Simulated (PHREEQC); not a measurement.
PHREEQC input (ion-association model, wateq4f.dat):

```
SOLUTION_MASTER_SPECIES
  Amm  AmmH+  0  AmmH  17.031  # ammonia with no redox link, constants of NH4+
SOLUTION_SPECIES
  AmmH+ = AmmH+
    -log_k 0
  AmmH+ = Amm + H+
    -log_k -9.252
    -delta_h 12.48 kcal
    -analytic 0.6322 -0.001225 -2835.76
    -gamma 2.5 0.0
  AmmH+ + SO4-2 = AmmHSO4-
    -log_k 1.11
    -gamma 5.0 0.0
PHASES
  Amm(g)
    Amm = Amm
    -log_k 1.770
    -delta_h -8.170 kcal
EXCHANGE_SPECIES
  AmmH+ + X- = AmmHX
    -log_k 0.6
SOLUTION 1
  temp 25
  units mol/kgw
  pH 7 charge
END
SELECTED_OUTPUT 1
  -reset false
  -pH true
  -pe true
  -ionic_strength true
  -water true
  -totals Al Amm S S(-2) S(6)
  -molalities H+ Al+3 SO4-2 AlOH+2 Al(OH)2+ Al(OH)3 Al(OH)4- AlSO4+ Al(SO4)2- HSO4-
    H2S HS- S-2 O2 OH- AlHSO4+2 AmmH+ Amm AmmHSO4-
  -equilibrium_phases Basaluminite Gibbsite
PRINT
  -reset false
USE solution 1
REACTION 1
  (AmmH)2SO4 1
  0 0.00833 0.0167 0.025 0.0333 0.0417 0.05 0.0583 0.0667 0.075 0.0833 0.0917 0.1 moles
EQUILIBRIUM_PHASES 1
  Basaluminite 0 0.2
  Gibbsite 0 0
  O2(g) -0.68 10
END
```

Selected output (columns that matter, 13 of 13 rows; (NH4)2SO4 added (mol) added in front):

```
(NH4)2SO4 added (mol)	pH	mu	Al	Amm	S	m_H+	m_Al+3	m_SO4-2	m_AlSO4+	m_Al(SO4)2-	m_OH-	m_AmmHSO4-	Basaluminite	Gibbsite
0	3.7393	0.047637	0.022518	0	0.033895	0.000213	0.0031758	0.011688	0.016411	0.0028392	6.7373e-11	0	0.1661	0.11306
0.00833	3.7962	0.060985	0.020431	0.01666	0.039102	0.00018907	0.0023871	0.016309	0.014672	0.0032964	7.8405e-11	0.0013909	0.16923	0.10265
0.0167	3.8389	0.077153	0.019299	0.0334	0.045778	0.00017334	0.0019727	0.021326	0.013555	0.0037049	8.8346e-11	0.0033341	0.17092	0.097012
0.025	3.8709	0.094159	0.018651	0.05	0.053111	0.0001626	0.0017291	0.026331	0.012807	0.0040542	9.6915e-11	0.0056966	0.17189	0.093791
0.0333	3.8961	0.11144	0.018252	0.0666	0.060816	0.00015474	0.0015687	0.031244	0.012268	0.0043574	1.0441e-10	0.0084079	0.17248	0.091811
0.0417	3.9167	0.12893	0.017992	0.083401	0.06883	0.00014864	0.0014536	0.036083	0.011856	0.0046272	1.1111e-10	0.011445	0.17287	0.090527
0.05	3.9337	0.14608	0.017822	0.1	0.076879	0.00014383	0.0013685	0.040722	0.011537	0.0048645	1.1705e-10	0.01469	0.17312	0.089693
0.0583	3.9481	0.16305	0.017709	0.1166	0.085012	0.00013989	0.001302	0.045221	0.011277	0.0050784	1.2243e-10	0.018147	0.17329	0.089139
0.0667	3.9607	0.18003	0.017633	0.1334	0.093301	0.00013654	0.0012479	0.049638	0.01106	0.0052752	1.274e-10	0.021835	0.1734	0.08877
0.075	3.9717	0.19661	0.017584	0.15	0.10153	0.00013371	0.0012039	0.053874	0.010878	0.0054533	1.3192e-10	0.025646	0.17347	0.088538
0.0833	3.9814	0.21298	0.017555	0.1666	0.10979	0.00013125	0.0011669	0.057991	0.010722	0.0056178	1.3611e-10	0.029608	0.17351	0.0884
0.0917	3.9903	0.22935	0.017539	0.1834	0.11817	0.00012907	0.0011349	0.062044	0.010585	0.0057722	1.4006e-10	0.033757	0.17353	0.088332
0.1	3.9982	0.24533	0.017534	0.2	0.12646	0.00012716	0.0011076	0.065941	0.010466	0.0059144	1.4372e-10	0.037984	0.17354	0.088317
```

Species that the database lacks are ignored.
